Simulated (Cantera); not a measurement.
Charge: 1 mol B₂H₆, 0.12 mol O₂, 1.5 mol H₂, at 1927 °C.

Method: chemical equilibrium by Gibbs-energy minimisation in Cantera with the NASA 1993 tables (ideal gas, pure condensed phases). Candidate condensed phases: B, B₂O₃, B₃O₃H₃, H₂O; 23 gas species. The feed counts by its element totals alone. The tables' values for BH₂ are old estimates; treat these amounts as uncertain. Gases not in the tables: B₂H₆ and higher boranes. Kinetics and transport are ignored.

x: gas mole fraction; n: condensed amount in mol.

| P (Pa) | x H₂ | x H | x HBO | x BO | x B | x B₂O₂ | x BH₂ | n B(s) |
|---|---|---|---|---|---|---|---|---|
| 10 | 0.525 | 0.408 | 0.00365 | 0.0345 | 0.0274 | 5.26e-5 | 0.000696 | 1.58 |
| 32 | [?] | [?] | [?] | 0.0350 | [?] | [?] | 0.000909 | 1.70 |
| 100 | 0.791 | 0.158 | 0.0132 | 0.0320 | 0.00274 | 0.000454 | 0.00105 | 1.74 |
| 320 | 0.858 | 0.0922 | 0.0201 | 0.0262 | 0.000855 | 0.000973 | 0.00114 | 1.75 |
| 1000 | 0.897 | [?] | [?] | [?] | [?] | [?] | 0.00119 | 1.75 |
| 3200 | 0.920 | 0.0302 | 0.0326 | 0.0130 | 8.55e-5 | 0.00240 | 0.00122 | 1.75 |
| 10000 | 0.933 | 0.0172 | 0.0367 | 0.00822 | 2.74e-5 | 0.00299 | 0.00124 | 1.75 |
| 32000 | 0.941 | 0.00966 | 0.0393 | 0.00490 | 8.55e-6 | 0.00341 | 0.00125 | 1.75 |
| 100000 | 0.946 | 0.00548 | 0.0407 | 0.00286 | 2.74e-6 | 0.00364 | 0.00125 | 1.76 |

Some entries are withheld; supply them.


- 1000, x H: 0.0533
- 1000, x HBO: 0.0268
- 1000, x BO: 0.0194
- 1000, x B: 0.000274
- 1000, x B₂O₂: 0.00167
- 32, x H₂: 0.686
- 32, x H: 0.261
- 32, x HBO: 0.00759
- 32, x B: 0.00855
- 32, x B₂O₂: 0.000174
